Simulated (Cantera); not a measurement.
Charge: 1 mol CH3SiH3, 2.3 mol HCl, 130 mol H2, at 2073 K and 0.720 bar.

Cantera equilibrium calculation (NASA polynomials, part measured and part estimated; ideal gas, pure solids and liquids). Candidate condensed phases: C, C6H6, C7H8, C8H18, Si, SiC; 109 gas species. The feed counts by its element totals alone. The tables' values for SiCl are old estimates; treat these amounts as uncertain. Gases not in the tables: Si2H6 and higher silanes. The numbers say what is thermodynamically allowed, not how fast it happens.

Base state: H2 0.980, HCl 0.0166, H 0.00307, SiCl2 0.000157, C2H2 (acetylene) 9.44e-5, CH4 6.83e-5, SiH2 3.94e-5, Cl 3.84e-5 (mole fractions); condensed: SiC(s).

**Question.** What changes in the equilibrium state with this change: temperature from 2073 K to 998 K?

**Answer.** 
```
species            before     after
----------------  -------  --------
H2                  0.980     0.985
HCl                0.0166    0.0113
CH4               6.83e-5   0.00161
H                 0.00307   2.52e-9
SiCl4             1.06e-9  0.000972
C2H2 (acetylene)  9.44e-5     <1e-9
SiH2              3.94e-5     <1e-9
SiC(s), mol         0.964     0.782
```
The tables' values for SiCl3 are old estimates; treat these amounts as uncertain.

**Question.** What changes in the equilibrium state with this change: H2 from 130 to 1.6 mol?

**Answer.** 
| species | before | after |
|---|---|---|
| H2 | 0.980 | 0.685 |
| HCl | 0.0166 | 0.290 |
| SiCl2 | 0.000157 | 0.0193 |
| SiCl4 | 1.06e-9 | 5.66e-5 |
| SiCl3 | 4.02e-7 | 0.00103 |
| SiHCl3 | 2.80e-8 | 5.99e-5 |
| SiC(s), mol | 0.964 | 0.858 |
| C(graphite), mol | 0 | 0.129 |
The tables' values for SiCl3, SiCl are old estimates; treat these amounts as uncertain.
